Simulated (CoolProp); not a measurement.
Computed with CoolProp (reference Helmholtz-energy equation of state, Schroeder 2014).

**Question.** Give the vapour pressure (bar), vapour density (kg/m³), vapour viscosity (µPa s) of saturated ethanol at 243.5, 358.5 K.

**Answer.** 
```
T (K)  p (bar)  vapour density (kg/m³)  vapour viscosity (µPa s)
-----  -------  ----------------------  ------------------------
243.5  0.00149                 0.00340                      7.07
358.5     1.32                    2.13                      10.6
```

Viscosity comes from a separate model (Kiselev 2005).
